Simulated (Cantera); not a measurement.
A Cantera script and its output.

```python
import numpy as np
import cantera as ct

gas = ct.Solution("gri30.yaml")
gas.TPX = 1523, 500000, {'CH4': 1, 'H2O': 0.96}
inlet = ct.Reservoir(gas, clone=True)

reactor = ct.IdealGasConstPressureReactor(gas, energy="off", clone=False)
exhaust = ct.Reservoir(gas, clone=True)
tau = [11, 3.2, 0.95, 0.28, 0.083, 0.024, 0.0071, 0.0021][0]
for a, b in ((inlet, reactor), (reactor, exhaust)):
    ct.MassFlowController(a, b, mdot=lambda t: reactor.mass / tau)
net = ct.ReactorNet([reactor])
show = ['CH4', 'H2O', 'CO2', 'C2H4', 'CH3']

rows = []
print(f"{'tau/s':>10s}{'T/K':>9s}" + "".join(f"{s:>11s}" for s in show))
for tau in [11, 3.2, 0.95, 0.28, 0.083, 0.024, 0.0071, 0.0021]:
    net.initial_time = 0.0
    net.advance(30 * tau)
    before = gas.X
    net.advance(40 * tau)
    drift = np.max(np.abs(gas.X - before) / (gas.X + 1e-9))
    rows.append([gas.T, *gas[show].X, drift])
    print(f"{tau:10.3e}{gas.T:9.1f}" + "".join(f"{x:11.3e}" for x in gas[show].X))
```

It prints:

```
     tau/s      T/K        CH4        H2O        CO2       C2H4        CH3
 1.100e+01   1523.0  1.667e-01  2.060e-01  1.672e-02  1.212e-02  5.078e-05
 3.200e+00   1523.0  1.844e-01  2.705e-01  1.514e-02  1.829e-02  5.963e-05
 9.500e-01   1523.0  1.985e-01  3.319e-01  9.698e-03  2.260e-02  6.655e-05
 2.800e-01   1523.0  2.323e-01  3.826e-01  3.639e-03  2.153e-02  7.630e-05
 8.300e-02   1523.0  3.115e-01  4.240e-01  6.894e-04  1.433e-02  9.899e-05
 2.400e-02   1523.0  4.064e-01  4.583e-01  6.834e-05  8.619e-03  1.354e-04
 7.100e-03   1523.0  4.690e-01  4.792e-01  4.761e-06  5.987e-03  1.661e-04
 2.100e-03   1523.0  4.978e-01  4.876e-01  2.235e-07  2.477e-03  1.686e-04
```

Detailed kinetics in Cantera: GRI-Mech 3.0 (53 species, 325 reactions).
